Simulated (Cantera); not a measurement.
Input: 1 mol TiO₂, 20 mol HCl, 0.7 mol H₂, held at 4.88 Torr.

Equilibrium computed with Cantera from the NASA thermochemical tables; the gas is ideal and each condensed phase is pure. Candidate condensed phases: H₂O, Ti, TiCl₂, TiCl₃, TiCl₄, TiO, TiO₂, Ti₂O₃, Ti₃O₅, Ti₄O₇; 23 gas species. The tables' values for TiCl₂ are old estimates; treat these amounts as uncertain. Condensed phases not in the tables: TiOCl. Rates play no part.

log p: log10 of the partial pressure in bar; n: condensed amount in mol.

```csv
T (°C),log p HCl,log p H₂,log p Cl,log p H₂O,log p TiCl₃,log p TiCl₄,log p H,n TiO₂(rutile)
850,-2.20,-3.66,-7.80,-5.12,-7.03,-5.43,-9.20,0.988
950,-2.20,-3.66,-6.96,-5.04,-6.49,-5.38,-8.35,0.986
1050,-2.20,-3.66,___,___,___,-5.35,___,0.983
1150,-2.20,-3.66,-5.64,-4.89,-5.71,-5.35,-7.01,0.980
1250,-2.20,-3.65,-5.11,-4.81,-5.44,-5.39,-6.46,0.975
1350,-2.21,-3.64,___,___,___,___,___,0.970
1450,-2.21,-3.62,-4.25,-4.64,-5.08,-5.55,-5.55,0.962
```

**Question.** Complete the blanks.

**Answer.** 
- 1350, log p Cl: -4.65
- 1350, log p H₂O: -4.72
- 1350, log p TiCl₃: -5.23
- 1350, log p TiCl₄: -5.45
- 1350, log p H: -5.98
- 1050, log p Cl: -6.25
- 1050, log p H₂O: -4.97
- 1050, log p TiCl₃: -6.05
- 1050, log p H: -7.63
